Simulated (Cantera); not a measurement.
Feed: 1 mol CH₃Cl, 0.46 mol Si, a varied amount of H₂, equilibrated at 1873 K and 10.0 mbar.

Cantera equilibrium calculation (NASA polynomials, part measured and part estimated; ideal gas, pure solids and liquids). Candidate condensed phases: C, C₆H₆, C₇H₈, C₈H₁₈, Si, SiC; 109 gas species. Equilibrium is a limit: real reactors are often held back by kinetics, nucleation or transport.

Q: What share of the Si ends up in condensed phases as a function of n(H₂) (mol), at 0.34, 0.46, 0.62, 0.84, 1.1, 1.5, 2.1, 2.8, 3.8, 5.1, 6.9, 9.3?

A: 
```
n(H₂) (mol)  Si condensed (%)      as
-----------  ----------------  ------
0.34                     88.3  SiC(s)
0.46                     89.0  SiC(s)
0.62                     89.9  SiC(s)
0.84                     90.9  SiC(s)
1.1                      91.8  SiC(s)
1.5                      92.9  SiC(s)
2.1                      94.1  SiC(s)
2.8                      95.1  SiC(s)
3.8                      96.0  SiC(s)
5.1                      96.8  SiC(s)
6.9                      97.5  SiC(s)
9.3                      98.0  SiC(s)
```
